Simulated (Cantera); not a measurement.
What does this Cantera script print?

```python
import numpy as np
import cantera as ct

gas = ct.Solution("gri30.yaml")
gas.TPX = 775, 240000, {'H2': 1, 'O2': 0.667, 'N2': 2.51}
inlet = ct.Reservoir(gas, clone=True)
gas.equilibrate("HP")  # start burning
reactor = ct.IdealGasConstPressureReactor(gas, energy="on", clone=False)
exhaust = ct.Reservoir(gas, clone=True)
tau = [0.34, 0.098, 0.028, 0.008, 0.0023, 0.00066, 0.00019, 5.4e-05, 1.5e-05, 4.4e-06][0]
for a, b in ((inlet, reactor), (reactor, exhaust)):
    ct.MassFlowController(a, b, mdot=lambda t: reactor.mass / tau)
net = ct.ReactorNet([reactor])
show = ['H2', 'O2', 'NO', 'H', 'HO2', 'H2O']

rows = []
print(f"{'tau/s':>10s}{'T/K':>9s}" + "".join(f"{s:>11s}" for s in show))
for tau in [0.34, 0.098, 0.028, 0.008, 0.0023, 0.00066, 0.00019, 5.4e-05, 1.5e-05, 4.4e-06]:
    net.initial_time = 0.0
    net.advance(30 * tau)
    before = gas.X
    net.advance(40 * tau)
    drift = np.max(np.abs(gas.X - before) / (gas.X + 1e-9))
    rows.append([gas.T, *gas[show].X, drift])
    print(f"{tau:10.3e}{gas.T:9.1f}" + "".join(f"{x:11.3e}" for x in gas[show].X))
```

Output:

```
     tau/s      T/K         H2         O2         NO          H        HO2        H2O
 3.400e-01   2424.2  3.473e-03  4.008e-02  7.818e-03  6.857e-04  6.789e-06  2.618e-01
 9.800e-02   2424.9  3.503e-03  4.039e-02  7.170e-03  6.965e-04  6.855e-06  2.617e-01
 2.800e-02   2426.4  3.601e-03  4.118e-02  5.527e-03  7.309e-04  7.029e-06  2.614e-01
 8.000e-03   2426.3  3.904e-03  4.238e-02  3.033e-03  8.319e-04  7.341e-06  2.607e-01
 2.300e-03   2415.3  4.837e-03  4.333e-02  1.245e-03  1.151e-03  7.831e-06  2.588e-01
 6.600e-04   2374.9  7.508e-03  4.408e-02  4.835e-04  2.278e-03  9.362e-06  2.535e-01
 1.900e-04   2279.9  1.321e-02  4.558e-02  1.806e-04  5.807e-03  1.481e-05  2.424e-01
 5.400e-05   2113.7  2.169e-02  4.882e-02  7.737e-05  1.425e-02  2.872e-05  2.252e-01
 1.500e-05   1878.8  3.207e-02  5.503e-02  4.402e-05  2.910e-02  5.496e-05  2.032e-01
 4.400e-06   1599.6  5.479e-02  7.030e-02  1.592e-05  4.320e-02  1.023e-04  1.705e-01
```

Cantera simulation using GRI-Mech 3.0 (53 species, 325 reactions); the numbers are that mechanism's predictions, not measurements. The hydrogen kinetics of GRI-Mech 3.0 are dated; newer H2 mechanisms differ, most at raised pressure.
